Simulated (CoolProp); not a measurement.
The numbers come from the reference Helmholtz-energy equation of state, Lemmon 2006 in CoolProp. It is a short technical equation, of lower accuracy than the large ones.

Problem. For carbon monoxide, give the phase and the density (kg/m³), cv (kJ/(kg K)), speed of sound (m/s), Joule-Thomson coefficient (K/MPa) at 246.2 K and 3.5 MPa; 246.2 K and 5.25 MPa; 246.2 K and 15.7 MPa.

Solution. 
- 246.2 K and 3.5 MPa: supercritical; density 49.6, cv 0.757, speed of sound 322, Joule-Thomson coefficient 3.23
- 246.2 K and 5.25 MPa: supercritical; density 75.4, cv 0.764, speed of sound 326, Joule-Thomson coefficient 2.97
- 246.2 K and 15.7 MPa: supercritical; density 227, cv 0.799, speed of sound 375, Joule-Thomson coefficient 1.47
